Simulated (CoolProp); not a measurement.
Computed with CoolProp (reference Helmholtz-energy equation of state, Tillner-Roth 1997).

### Question
Give the vapour pressure (MPa), enthalpy of vaporisation (kJ/kg), liquid cp (kJ/(kg K)) of saturated CH2F2 (R32) at 10.05, 35.05 °C.

### Answer
```json
[
 {"T (°C)": "10.05", "p (MPa)": "1.11", "enthalpy of vaporisation (kJ/kg)": "299", "liquid cp (kJ/(kg K))": "1.81"},
 {"T (°C)": "35.05", "p (MPa)": "2.19", "enthalpy of vaporisation (kJ/kg)": "249", "liquid cp (kJ/(kg K))": "2.07"}
]
```
